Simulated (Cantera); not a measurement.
Cantera run, input and output.

```python
import numpy as np
import cantera as ct

gas = ct.Solution("gri30.yaml", transport_model="multicomponent")
show = ['NO', 'N2', 'CH4']

rows = []
print(f"{'T/K':>7s}{'rho':>11s}{'cp':>10s}{'mu':>11s}{'lambda':>11s}{'Pr':>7s}" + "".join(f"{'D_' + s:>11s}" for s in show))
for T in [400, 550, 700, 850, 1000, 1150, 1300]:
    gas.TPX = T, 1333, {'NO': 0.76}
    Pr = gas.cp_mass * gas.viscosity / gas.thermal_conductivity
    D = [gas.mix_diff_coeffs_mole[gas.species_index(s)] for s in show]
    rows.append([gas.density, gas.cp_mass, gas.viscosity, gas.thermal_conductivity, Pr, *D])
    print(f"{T:7g}{gas.density:11.4e}{gas.cp_mass:10.1f}{gas.viscosity:11.4e}"
          f"{gas.thermal_conductivity:11.4e}{Pr:7.3f}" + "".join(f"{d:11.4e}" for d in D))
print("SI units: kg/m3, J/kg/K, Pa s, W/m/K, m2/s")
```

Output:

```
    T/K        rho        cp         mu     lambda     Pr       D_NO       D_N2      D_CH4
    400 1.2027e-02     998.6 2.3120e-05 3.2481e-02  0.711 0.0000e+00 2.5750e-03 2.8031e-03
    550 8.7466e-03    1028.1 2.8863e-05 4.1877e-02  0.709 0.0000e+00 4.4388e-03 4.8621e-03
    700 6.8724e-03    1067.4 3.3953e-05 5.1198e-02  0.708 0.0000e+00 6.6691e-03 7.3288e-03
    850 5.6596e-03    1103.5 3.8609e-05 6.0213e-02  0.708 0.0000e+00 9.2345e-03 1.0167e-02
   1000 4.8107e-03    1132.7 4.2948e-05 6.8778e-02  0.707 0.0000e+00 1.2113e-02 1.3352e-02
   1150 4.1832e-03    1153.1 4.7043e-05 7.6724e-02  0.707 0.0000e+00 1.5286e-02 1.6864e-02
   1300 3.7005e-03    1170.7 5.0942e-05 8.4378e-02  0.707 0.0000e+00 1.8741e-02 2.0686e-02
SI units: kg/m3, J/kg/K, Pa s, W/m/K, m2/s
```

Computed with Cantera and GRI-Mech 3.0 (53 species, 325 reactions). The composition is frozen, though it would react at the higher temperatures.
